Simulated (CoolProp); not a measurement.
Propylene along the isobar 3.96 MPa: density (kg/m³) from the reference equation and from simpler models built on Tc = 364.2 K, pc = 4.555 MPa, ω = 0.146; each cubic takes its own stable root.

The numbers come from the reference Helmholtz-energy equation of state, Lemmon 2013 in CoolProp.

| T (K) | phase | reference | Redlich-Kwong | Soave-Redlich-Kwong |
|---|---|---|---|---|
| 297 | liquid | 517.1 | 465.0 | 475.6 |
| 313 | liquid | 489.2 | 432.5 | 443.0 |
| 329 | liquid | 455.9 | 393.3 | 403.3 |
| 344.9 | liquid | 411.2 | 340.4 | 349.3 |
| 360.9 | gas | 102.5 | 99.52 | 100.0 |
| 376.9 | gas | 81.01 | 80.91 | 80.18 |
| 392.9 | gas | 70.73 | 71.13 | 70.16 |
| 408.8 | gas | 63.95 | 64.48 | 63.45 |
| 424.8 | gas | 58.86 | 59.43 | 58.38 |
| 440.8 | gas | 54.83 | 55.39 | 54.35 |
| 456.8 | gas | 51.50 | 52.04 | 51.02 |
| 472.7 | gas | 48.69 | 49.21 | 48.22 |
